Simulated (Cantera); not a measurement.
Cantera run, input and output.

```python
import numpy as np
import cantera as ct

gas = ct.Solution("gri30.yaml")
gas.TPX = 1525, 1600000, {'CH3OH': 0.015, 'O2': 0.021, 'N2': 1}
reactor = ct.IdealGasConstPressureReactor(gas, energy="off", clone=False)
net = ct.ReactorNet([reactor])
net.rtol, net.atol = 1e-08, 1e-18
show = ['CH3OH', 'O2', 'NO', 'C2H6', 'C2H', 'CH2CO', 'H2']
times = np.geomspace(1e-05, 200, 13)

steps = ct.SolutionArray(gas, extra=["t"])
rows = []
print(f"{'t/s':>10s}{'T/K':>9s}{'P/Pa':>11s}" + "".join(f"{s:>11s}" for s in show))
for t in times:
    while net.time < t:
        t_next = net.step()
        steps.append(gas.state, t=t_next)
    rows.append([np.interp(t, steps.t, y) for y in (steps.T, steps.P, *steps(*show).X.T)])
    print(f"{t:10.3e}{rows[-1][0]:9.1f}{rows[-1][1]:11.4g}" + "".join(f"{x:11.3e}" for x in rows[-1][2:]))
rate = np.gradient(steps.T, steps.t)
print("integrator steps:", len(steps.t))
if steps.T.max() > steps.T[0] + 200:
    print(f"time of steepest temperature rise: {steps.t[rate.argmax()]:.4e} s")
gas.TPX = 1525, 1600000, {'CH3OH': 0.015, 'O2': 0.021, 'N2': 1}
gas.equilibrate("TP")
print(f"equilibrium (TP): T = {gas.T:.1f} K  " + "  ".join(f"{s} {gas[s].X[0]:.3e}" for s in show))
```

Output:

```
       t/s      T/K       P/Pa      CH3OH         O2         NO       C2H6        C2H      CH2CO         H2
 1.000e-05   1525.0    1.6e+06  1.413e-02  2.011e-02  1.599e-11  1.283e-07  1.070e-15  3.958e-10  1.874e-04
 4.059e-05   1525.0    1.6e+06  3.314e-03  1.516e-02  8.972e-10  6.467e-08  3.071e-13  2.266e-07  9.548e-03
 1.648e-04   1525.0    1.6e+06  7.956e-14  1.125e-03  3.345e-06  4.163e-22  5.116e-21  2.069e-14  7.783e-04
 6.687e-04   1525.0    1.6e+06  5.333e-15  5.696e-05  3.643e-06  1.072e-23  1.291e-22  7.040e-16  1.079e-03
 2.714e-03   1525.0    1.6e+06  9.225e-16  3.869e-06  3.632e-06  2.357e-24  1.601e-23  9.970e-17  1.226e-03
 1.102e-02   1525.0    1.6e+06  3.550e-16  5.440e-07  3.583e-06  6.641e-25  2.714e-24  1.159e-17  1.260e-03
 4.472e-02   1525.0    1.6e+06  2.276e-16  8.615e-08  3.525e-06  2.180e-25  6.800e-25  1.998e-18  1.271e-03
 1.815e-01   1525.0    1.6e+06  2.061e-16  2.646e-09  3.408e-06  1.268e-25  3.729e-25  1.538e-18  1.276e-03
 7.368e-01   1525.0    1.6e+06  2.177e-16  2.110e-10  3.026e-06  5.411e-26  1.397e-25  1.963e-18  1.276e-03
 2.991e+00   1525.0    1.6e+06  2.349e-16  2.063e-10  2.108e-06  2.349e-26  1.646e-26  2.616e-18  1.275e-03
 1.214e+01   1525.0    1.6e+06  2.387e-16  2.032e-10  1.283e-06  2.648e-26  1.568e-26  2.771e-18  1.275e-03
 4.927e+01   1525.0    1.6e+06  2.380e-16  2.028e-10  7.851e-07  2.593e-26  1.531e-26  2.711e-18  1.275e-03
 2.000e+02   1525.0    1.6e+06  2.376e-16  2.026e-10  3.048e-07  2.562e-26  1.511e-26  2.679e-18  1.275e-03
integrator steps: 2750
equilibrium (TP): T = 1525.0 K  CH3OH 2.417e-16  O2 2.026e-10  NO 4.746e-08  C2H6 2.874e-26  C2H 1.600e-26  CH2CO 2.835e-18  H2 1.275e-03
```

Cantera simulation using GRI-Mech 3.0 (53 species, 325 reactions); the numbers are that mechanism's predictions, not measurements. GRI-Mech 3.0 was tuned for natural gas; its chemistry of methanol as a main component is partial and can be far from experiment. The pressure lies above the range GRI-Mech 3.0 was tuned for (to about 10 atm). The temperature is held fixed by assumption; the heat of reaction is taken as removed at once.
